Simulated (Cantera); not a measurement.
Feed: 1 mol Cu, 0.019 mol H2O, a varied amount of CO, at 48.8 Torr.

Cantera equilibrium calculation (NASA polynomials, part measured and part estimated; ideal gas, pure solids and liquids). Candidate condensed phases: C, C6H6, C7H8, C8H18, Cu, CuO, Cu(OH)2, Cu2O, H2O; 113 gas species. The numbers say what is thermodynamically allowed, not how fast it happens.

Q: What condenses at these points (T in K, n(CO) in mol): (1523, 15); (1373, 32); (1123, 55); (1023, 15); (973, 26)?

A: 
| T (K) | n(CO) in mol | condensed phases | Cu condensed (%) |
|---|---|---|---|
| 1523 | 15 | Cu | 99.7 |
| 1373 | 32 | Cu | 100.0 |
| 1123 | 55 | C + Cu | 100.0 |
| 1023 | 15 | C + Cu | 100.0 |
| 973 | 26 | C + Cu | 100.0 |
